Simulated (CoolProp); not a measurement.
A single-stage vapour-compression cycle with the fluid: evaporating at 316.15 K (dew point), condensing at 362.15 K (bubble point), superheat 0 K, subcooling 2 K, compressor efficiency 0.85, no pressure losses. The same conditions are run with several fluids, on thermodynamics alone (safety and materials aside).

The numbers come from the reference Helmholtz-energy equation of state of each fluid (carbonyl sulfide: Lemmon 2006; fluoroethane (R161): Wu 2012; n-perfluoropentane: Gao 2022; isobutene: Lemmon 2005; n-pentane: Thol 2019; hexamethyldisiloxane (MM): Thol 2016) in CoolProp.

Problem. Rank carbonyl sulfide, fluoroethane (R161), n-perfluoropentane, isobutene, n-pentane, hexamethyldisiloxane (MM) by cooling COP, highest first.

Solution. n-pentane (4.67), isobutene (4.39), hexamethyldisiloxane (MM) (4.35), carbonyl sulfide (3.92), fluoroethane (R161) (3.83), n-perfluoropentane (3.33)

```json
[
 {"fluid": "carbonyl sulfide", "pressure ratio": "2.45", "discharge temperature (K)": "393.7", "refrigerating effect (kJ/kg)": "149", "volumetric capacity (kJ/m³)": "8560"},
 {"fluid": "fluoroethane (R161)", "pressure ratio": "2.66", "discharge temperature (K)": "379.0", "refrigerating effect (kJ/kg)": "186", "volumetric capacity (kJ/m³)": "6480"},
 {"fluid": "n-perfluoropentane", "pressure ratio": "3.65", "discharge temperature (K)": "362.1", "refrigerating effect (kJ/kg)": "36.5", "volumetric capacity (kJ/m³)": "709"},
 {"fluid": "isobutene", "pressure ratio": "2.90", "discharge temperature (K)": "362.1", "refrigerating effect (kJ/kg)": "221", "volumetric capacity (kJ/m³)": "2740"},
 {"fluid": "n-pentane", "pressure ratio": "3.60", "discharge temperature (K)": "362.1", "refrigerating effect (kJ/kg)": "241", "volumetric capacity (kJ/m³)": "890"},
 {"fluid": "hexamethyldisiloxane (MM)", "pressure ratio": "5.50", "discharge temperature (K)": "362.1", "refrigerating effect (kJ/kg)": "132", "volumetric capacity (kJ/m³)": "108"}
]
```

The compression ends wet for: n-perfluoropentane; isobutene; n-pentane; hexamethyldisiloxane (MM).
